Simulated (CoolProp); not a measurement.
Values from CoolProp's reference Helmholtz-energy equation of state, Platzer 1990. This equation is an older, rougher fit.

Task: For R13, give the phase and the Prandtl number at 416.8 K and 0.101 MPa.

Result: 
- 416.8 K and 0.101 MPa: gas; Prandtl number 0.722

Viscosity comes from a separate model (Huber 2003), an estimate that may be off by 10 % or more. Thermal conductivity comes from a separate model (Huber 2003), an estimate that may be off by 10 % or more.
